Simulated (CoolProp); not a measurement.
Properties of n-butane along the isobar 32.6 bar (Tc = 425.1 K, pc = 37.96 bar, ω = 0.201).

Model: reference Helmholtz-energy equation of state, Bücker 2006, in CoolProp.

| T (K) | phase | density (kg/m³) | expansivity (1/kK) | viscosity (µPa s) |
|---|---|---|---|---|
| 305.7 | liquid | 569.4 | … | 154 |
| 332.6 | liquid | … | … | 121 |
| 359.5 | liquid | 499.3 | … | 94.1 |
| 386.5 | liquid | 451.8 | 4.597 | 71.0 |
| 413.4 | liquid | 369.2 | 15.61 | 45.7 |
| 440.3 | gas | 78.08 | … | 13.0 |
| 467.3 | gas | 64.89 | 5.505 | 13.0 |
| 494.2 | gas | 57.09 | 4.168 | 13.3 |
| 521.1 | gas | … | 3.421 | … |
| 548.1 | gas | 47.37 | 2.933 | 14.2 |
| 575 | gas | 43.99 | 2.589 | 14.7 |

### Question
What belongs in the gaps?

### Answer

- 305.7, expansivity (1/kK): 2.010
- 332.6, density (kg/m³): 536.8
- 332.6, expansivity (1/kK): 2.395
- 359.5, expansivity (1/kK): 3.067
- 440.3, expansivity (1/kK): 8.817
- 521.1, density (kg/m³): 51.59
- 521.1, viscosity (µPa s): 13.7

Viscosity comes from a separate model (Vogel 1999).
